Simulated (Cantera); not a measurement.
A perfectly stirred reactor is fed with CO : H2 : O2 : N2 = 1 : 0.04 : 0.825 : 3.1 (molar parts), equivalence ratio 0.63, at 1950 Torr; it is adiabatic with a 450 K inlet, and is followed from long to short residence time, starting on the burning branch (τ in s: 0.45, 0.17, 0.063, 0.024, 0.009, 0.0034, 0.0013, 0.00048, 0.00018, 6.8e-05).

Model: GRI-Mech 3.0 (53 species, 325 reactions), integrated in Cantera. The hydrogen kinetics of GRI-Mech 3.0 are dated; newer H2 mechanisms differ, most at raised pressure.

**Question.** What does this change do: O2 0.825 to 1.2 parts?

**Answer.** 
```csv
quantity,before,after
"blow-out, bracketed by the residence times tried","burning at 0.480 ms, out at 0.180 ms","burning at 0.480 ms, out at 0.180 ms"
x(CO) at τ = 0.450 s,0.00245,0.000889
x(H2) at τ = 0.450 s,1.84e-5,6.74e-6
x(O2) at τ = 0.450 s,0.0677,0.140
x(NO) at τ = 0.450 s,0.00336,0.00182
x(H) at τ = 0.450 s,1.22e-5,4.32e-6
x(CO) at τ = 3.40 ms,0.0214,0.0127
x(H2) at τ = 3.40 ms,0.000154,7.94e-5
x(O2) at τ = 3.40 ms,0.0763,0.144
x(NO) at τ = 3.40 ms,0.000260,0.000179
x(H) at τ = 3.40 ms,0.000371,0.000198
```
